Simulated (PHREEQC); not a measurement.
A solution holds 0.17 mol/kgw H3PO4 and 0.1 mol/kgw Na2HPO4, at 44 °C. Closed to the air; pH follows from the charge balance.

Computed with PHREEQC (ion-association model, phreeqc.dat).

No solid was allowed to form.

Task: What pH does the model give?

Result: pH 2.59.

Task: In which forms is P present?

Result: H2PO4- 75 %, H3PO4 25 % of the P.

Species that the database lacks are ignored. Away from 25 °C the constants follow the database's enthalpies or fits; those with neither stay at their 25 °C values.
